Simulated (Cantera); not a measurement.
A perfectly stirred reactor is fed with 1.48 % H2, 98.5 % O2, equivalence ratio 0.0075, at 0.00375 atm; it is held at 1125 K, and followed from long to short residence time.

Model: the H2/O2 subset of GRI-Mech 3.0, which has no nitrogen chemistry, integrated in Cantera. Radical loss at walls, strong at low pressure, is not modelled.

Task: Predict: x(H2) at τ = 7.80 s; x(O2) at τ = 7.80 s; x(H2O2) at τ = 7.80 s; x(HO2) at τ = 7.80 s; x(H2O) at τ = 7.80 s; x(H2) at τ = 0.240 s; x(O2) at τ = 0.240 s; x(H2O2) at τ = 0.240 s; x(HO2) at τ = 0.240 s; x(H2O) at τ = 0.240 s.

Result: 
| Property | Value |
|---|---|
| x(H2) at τ = 7.80 s | 4.61e-5 |
| x(O2) at τ = 7.80 s | 0.982 |
| x(H2O2) at τ = 7.80 s | 8.00e-9 |
| x(HO2) at τ = 7.80 s | 2.68e-7 |
| x(H2O) at τ = 7.80 s | 0.0145 |
| x(H2) at τ = 0.240 s | 0.000362 |
| x(O2) at τ = 0.240 s | 0.975 |
| x(H2O2) at τ = 0.240 s | 1.23e-8 |
| x(HO2) at τ = 0.240 s | 5.38e-7 |
| x(H2O) at τ = 0.240 s | 0.0134 |
